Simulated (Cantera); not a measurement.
A closed system holds: 1 mol Si3N4, 0.29 mol CO2, 110 mol H2, equilibrated at 1625 K and 0.0100 bar.

These are equilibrium values from Cantera (NASA tables, ideal gas, pure condensed phases), not measurements of a reactor. Candidate condensed phases: C, C6H6, C7H8, C8H18, H2O, Si, SiC, SiO2, Si2N2O, Si3N4; 151 gas species. Mutual solubility and eutectic melting of coexisting phases are not modelled. Kinetics and transport are ignored.

Base state: H2 0.979, N2 0.0167, SiO 0.00389, H 0.000698, CO 0.000161, Si 1.63e-5 (mole fractions); condensed: Si(s) + SiC(s) + Si2N2O(s).

What changes in the equilibrium state with this change: CO2 from 0.29 to 0.035 mol?


```
species           before     after
--------------  --------  --------
H2                 0.979     0.981
N2                0.0167    0.0178
H               0.000698  0.000699
SiO              0.00389  0.000600
CO              0.000161   2.47e-5
Si               1.63e-5   1.63e-5
Si(s), mol          2.04      2.90
SiC(s), mol        0.272    0.0318
Si2N2O(s), mol     0.124         0
```

What changes in the equilibrium state with this change: temperature from 1625 K to 1323 K?


```tsv
species	before	after
H2	0.979	0.996
N2	0.0167	0.00350
H	0.000698	1.58e-5
SiO	0.00389	1.92e-7
Si	1.63e-5	<1e-9
CO	0.000161	3.31e-7
Si(s), mol	2.04	0
SiC(s), mol	0.272	0.290
Si2N2O(s), mol	0.124	0.580
Si3N4(s), mol	0	0.517
```
